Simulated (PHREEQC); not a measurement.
Dissolve 0.016 mol/kgw MgSO4 at 25 °C. Closed to the air; pH follows from the charge balance.

Computed with PHREEQC (ion-association model, phreeqc.dat).

This is a speciation only: nothing precipitates in the calculation.

Predict the ionic strength, specific conductance.

ionic strength 0.0404 mol/kgw; specific conductance 2080 µS/cm.

In which forms is Mg present?

Mg+2 63 %, MgSO4 37 % of the Mg.
